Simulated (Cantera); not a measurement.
Charge: 1 mol BF3, 0.066 mol O2, 29 mol N2, at 1.50 mbar.

These are equilibrium values from Cantera (NASA tables, ideal gas, pure condensed phases), not measurements of a reactor. Candidate condensed phases: B, BN, B2O3; 31 gas species. Rates play no part. All values below are at 1523 K.

Base state: N2 0.964, BF3 0.0332, O2 0.00209, NO 0.000151, F 0.000119, BOF 5.92e-5 (mole fractions); condensed: gas only.

Problem. What changes in the equilibrium state with this change: 0.019 mol NH3 added?

Solution. 
| species | before | after |
|---|---|---|
| N2 | 0.964 | 0.963 |
| BF3 | 0.0332 | 0.0322 |
| HF | 0 | 0.00189 |
| BOF | 5.92e-5 | 0.000959 |
| F | 0.000119 | 2.74e-5 |
Further candidate phases: B3O3H3, H2O.

Problem. What changes in the equilibrium state with this change: 0.012 mol NH3 added?

Solution. 
| species | before | after |
|---|---|---|
| N2 | 0.964 | 0.964 |
| BF3 | 0.0332 | 0.0326 |
| O2 | 0.00209 | 0.00181 |
| HF | 0 | 0.00120 |
| BOF | 5.92e-5 | 0.000615 |
| F | 0.000119 | 3.52e-5 |
| NO | 0.000151 | 0.000140 |
Further candidate phases: B3O3H3, H2O.
